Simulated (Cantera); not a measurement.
An isothermal, constant-pressure homogeneous reactor starts with C2H6 : N2 = 1 : 180 (molar parts), at 1050 K and 0.0132 atm. Integrator tolerance rtol = 1e-08.

Computed with Cantera and GRI-Mech 3.0 (53 species, 325 reactions). GRI-Mech 3.0 stops at C3 and has no aromatics, soot or wall deposition, so with more carbon than oxygen in the feed, carbon stays in small species such as C2H2 where larger ones or solid carbon would form. Radical loss at walls, strong at low pressure, is not modelled.

Question: What does this change do: C2H6 1 to 0.21 parts?

Answer: 
| quantity | before | after |
|---|---|---|
| x(C2H6) at 30.0 s | 0.000106 (gas-phase equilibrium 3.76e-9) | 5.01e-5 (gas-phase equilibrium 1.20e-11) |
| x(H2) at 30.0 s | 0.00615 (gas-phase equilibrium 0.0103) | 0.00126 (gas-phase equilibrium 0.00231) |
| x(H) at 30.0 s | 3.37e-7 (gas-phase equilibrium 7.19e-9) | 3.77e-7 (gas-phase equilibrium 3.40e-9) |
| x(CH4) at 30.0 s | 0.000427 (gas-phase equilibrium 0.000381) | 6.56e-5 (gas-phase equilibrium 1.02e-5) |
| x(CH2) at 30.0 s | 7.89e-12 (gas-phase equilibrium <1e-12) | 4.01e-11 (gas-phase equilibrium <1e-12) |
| x(C2H4) at 30.0 s | 0.00398 (gas-phase equilibrium 2.31e-5) | 0.000868 (gas-phase equilibrium 3.30e-7) |
| x(C2H2) at 30.0 s | 0.00119 (gas-phase equilibrium 0.000956) | 0.000212 (gas-phase equilibrium 6.12e-5) |

Question: What does this change do: temperature 1050 to 1150 K?

Answer: 
| quantity | before | after |
|---|---|---|
| x(C2H6) at 30.0 s | 0.000106 (gas-phase equilibrium 3.76e-9) | 4.61e-7 (gas-phase equilibrium 1.29e-10) |
| x(H2) at 30.0 s | 0.00615 (gas-phase equilibrium 0.0103) | 0.00798 (gas-phase equilibrium 0.0109) |
| x(H) at 30.0 s | 3.37e-7 (gas-phase equilibrium 7.19e-9) | 1.96e-7 (gas-phase equilibrium 6.78e-8) |
| x(CH4) at 30.0 s | 0.000427 (gas-phase equilibrium 0.000381) | 0.000682 (gas-phase equilibrium 5.01e-5) |
| x(CH2) at 30.0 s | 7.89e-12 (gas-phase equilibrium <1e-12) | 3.31e-12 (gas-phase equilibrium <1e-12) |
| x(C2H4) at 30.0 s | 0.00398 (gas-phase equilibrium 2.31e-5) | 0.00195 (gas-phase equilibrium 3.15e-6) |
| x(C2H2) at 30.0 s | 0.00119 (gas-phase equilibrium 0.000956) | 0.00319 (gas-phase equilibrium 0.000801) |
